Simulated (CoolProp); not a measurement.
Properties of cyclopentane at several states (Tc = 238.6 °C, pc = 4583 kPa, ω = 0.202).

The numbers come from the reference Helmholtz-energy equation of state, Gedanitz 2015 in CoolProp.

| T (°C) | p (kPa) | phase | density (kg/m³) | cv (kJ/(kg K)) | Joule-Thomson coefficient (K/MPa) | expansivity (1/kK) | viscosity (µPa s) |
|---|---|---|---|---|---|---|---|
| 7.25 | 17300 | liquid | (withheld) | 1.210 | (withheld) | 1.122 | 415 |
| -84.45 | 29.1 | liquid | 841.3 | 0.9750 | (withheld) | (withheld) | 1070 |
| 91.05 | 76 | gas | 1.792 | 1.403 | (withheld) | 2.904 | 9.06 |
| 20.95 | 162 | liquid | 744.5 | (withheld) | (withheld) | (withheld) | 321 |

Task: What belongs in the gaps?

Result: 
- 7.25, density (kg/m³): 771.2
- 7.25, Joule-Thomson coefficient (K/MPa): -0.5225
- -84.45, Joule-Thomson coefficient (K/MPa): -0.6618
- -84.45, expansivity (1/kK): 1.053
- 91.05, Joule-Thomson coefficient (K/MPa): 21.00
- 20.95, cv (kJ/(kg K)): 1.253
- 20.95, Joule-Thomson coefficient (K/MPa): -0.4589
- 20.95, expansivity (1/kK): 1.320

Viscosity comes from a separate model (Chung 1988), a generic estimate that can be far off for the liquid and wasn't checked against measurements.
